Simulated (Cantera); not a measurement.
A Cantera script and what it prints.

```python
import numpy as np
import cantera as ct

gas_names = """
    Electron C C+ C- CH CH+ CH2 CH3 CH4 C2 C2+ C2- C2H C2H2,acetylene C2H2,vinylidene C2H3,vinyl C2H4
    C2H5 C2H6 C3 C3H3,propargyl C3H4,allene C3H4,propyne C3H4,cyclo- C3H5,allyl C3H6,propylene
    C3H6,cyclo- C3H7,n-propyl C3H7,i-propyl C3H8 C4 C4H2 C4H4,1,3-cyclo- C4H6,butadiene C4H6,2-butyne
    C4H6,cyclo- C4H8,1-butene C4H8,cis2-buten C4H8,tr2-butene C4H8,isobutene C4H8,cyclo- C4H9,n-butyl
    C4H9,i-butyl C4H9,s-butyl C4H9,t-butyl C4H10,isobutane C4H10,n-butane C5 C5H6,1,3cyclo- C5H8,cyclo-
    C5H10,1-pentene C5H10,cyclo- C5H11,pentyl C5H11,t-pentyl C5H12,n-pentane C5H12,i-pentane
    CH3C(CH3)2CH3 C6H2 C6H5,phenyl C6H6 C6H10,cyclo- C6H12,1-hexene C6H12,cyclo- C6H13,n-hexyl
    C7H7,benzyl C7H8 C7H14,1-heptene C7H15,n-heptyl C7H16,n-heptane C8H8,styrene C8H10,ethylbenz
    C8H16,1-octene C8H17,n-octyl C8H18,isooctane C8H18,n-octane C9H19,n-nonyl C10H8,naphthale
    C10H21,n-decyl C12H9,o-bipheny C12H10,bipheny H H+ H- H2 H2+ H2- Ti Ti+ Ti-
""".split()
cond_names = """
    C(gr) C6H6(L) C7H8(L) C8H18(L),n-octa Ti(a) Ti(b) Ti(L) TiC(s) TiC(L)
""".split()


def load(file, names, dense=False):
    # The tables refer to 1 bar. Condensed volumes are neglected.
    table = {s.name: s for s in ct.Species.list_from_file(file)}
    out = []
    for n in names:
        d = dict(table[n].input_data)
        d["thermo"] = dict(d["thermo"], **{"reference-pressure": 1e5})
        if dense:
            d["equation-of-state"] = {"model": "constant-volume", "density": "1e6 g/cm^3"}
        out.append(ct.Species.from_dict(d))
    return out


gas = ct.Solution(thermo="ideal-gas", species=load("nasa_gas.yaml", gas_names))
cond = {s.name: ct.Solution(thermo="fixed-stoichiometry", species=[s], name=s.name)
        for s in load("nasa_condensed.yaml", cond_names, dense=True)}
atoms = {
    'TiC': {'Ti': 1, 'C': 1},
    'H2': {'H': 2},
}
top_T = {'C(gr)': 4500}  # K; cautious upper limits of use, not melting points


def equilibrate(T, P, feed):
    n = {}
    for name, mol in feed.items():
        for a, k in atoms[name].items():
            n[a] = n.get(a, 0.0) + k * mol
    gas.TPX = T, P, n
    mass = sum(n.values()) * gas.mean_molecular_weight
    gas.equilibrate("TP")
    valid = [c for c in cond.values() if c.min_temp <= T <= top_T.get(c.name, c.max_temp)]
    mix = ct.Mixture([(gas, mass / gas.mean_molecular_weight)] + [(c, 0.0) for c in valid])
    mix.T, mix.P = T, P
    mix.equilibrate("TP", solver="vcs", rtol=1e-11, max_steps=5000)
    return mix


results = []
feed = {'TiC': 1, 'H2': 3.4}  # mol
P = 88000  # Pa
for T in [2500, 3000, 3500, 4000, 4500, 5000]:
    mix = equilibrate(T, P, feed)
    results.append((T, P, feed, dict(zip(mix.species_names, mix.species_moles))))

top = {s: max(r[3][s] / sum(r[3][g] for g in gas_names) for r in results) for s in gas_names}
cols = sorted((s for s in top if top[s] > 1e-05), key=lambda s: -top[s])[:9]
seen = [c for c in cond_names if any(r[3].get(c, 0) > 1e-12 for r in results)]
print("log10 of partial pressures in bar; condensed amounts in mol")
print(f"{'T/K':>10s}" + "".join(f"{s[:9]:>10s}" for s in cols + seen))
for T, P, feed, n in results:
    ng = sum(n[g] for g in gas_names)
    print(f"{T:10.4g}" + "".join(f"{np.log10(max(n[s] / ng * P / 1e5, 1e-99)):10.3f}" for s in cols)
          + "".join(f"{n.get(c, 0):10.4g}" for c in seen))
```

Result:

```
log10 of partial pressures in bar; condensed amounts in mol
       T/K        H2         H        Ti         C        C3       C2H        C2 C2H2,acet       Ti+    TiC(s)    TiC(L)
      2500    -0.067    -1.633    -4.394    -8.152   -10.424    -7.490   -10.086    -4.780    -7.751    0.9998         0
      3000    -0.130    -0.867    -2.706    -5.143    -6.049    -4.533    -6.194    -3.032    -5.659    0.9917         0
      3500    -0.353    -0.405    -1.547    -3.035    -3.058    -2.591    -3.501    -2.037    -4.171         0    0.8514
      4000    -0.898    -0.246    -0.909    -1.763    -1.745    -1.940    -2.099    -2.280    -3.149         0         0
      4500    -1.445    -0.183    -0.977    -1.251    -2.158    -2.451    -1.965    -3.544    -2.667         0         0
      5000    -1.967    -0.175    -1.017    -1.058    -3.139    -3.336    -2.292    -5.070    -2.265         0         0
```

Equilibrium computed with Cantera from the NASA thermochemical tables; the gas is ideal and each condensed phase is pure. TiC: taken at fixed stoichiometry.
